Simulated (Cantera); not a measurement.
A perfectly stirred reactor is fed with 6.15 % CH4, 2.46 % C2H6, 0.320 % C3H8, 15.0 % O2, 56.4 % N2, 19.7 % H2O, at 5.00 bar; it is adiabatic with a 498 K inlet, and is followed from long to short residence time, starting on the burning branch (τ in s: 0.08, 0.032, 0.013, 0.0052, 0.0021, 0.00084, 0.00034, 0.00014, 5.5e-05, 2.2e-05, 8.9e-06).

Detailed kinetics in Cantera: GRI-Mech 3.0 (53 species, 325 reactions).

Question: Predict: blow-out, bracketed by the residence times tried; x(CH4) at τ = 80.0 ms; x(C2H6) at τ = 80.0 ms; x(C3H8) at τ = 80.0 ms; x(C2H) at τ = 80.0 ms; x(OH) at τ = 80.0 ms; x(CH4) at τ = 0.840 ms; x(C2H6) at τ = 0.840 ms; x(C3H8) at τ = 0.840 ms; x(C2H) at τ = 0.840 ms; x(OH) at τ = 0.840 ms.

Answer: 
```json
{
  "blow_out_bracketed_by_the_residence_times_tried": "burning at 0.840 ms, out at 0.340 ms",
  "x(CH4) at τ = 80.0 ms": "0.00516",
  "x(C2H6) at τ = 80.0 ms": "6.28e-6",
  "x(C3H8) at τ = 80.0 ms": "1.05e-7",
  "x(C2H) at τ = 80.0 ms": "1.96e-8",
  "x(OH) at τ = 80.0 ms": "1.92e-5",
  "x(CH4) at τ = 0.840 ms": "0.0130",
  "x(C2H6) at τ = 0.840 ms": "0.000743",
  "x(C3H8) at τ = 0.840 ms": "3.79e-5",
  "x(C2H) at τ = 0.840 ms": "2.30e-8",
  "x(OH) at τ = 0.840 ms": "3.44e-5"
}
```
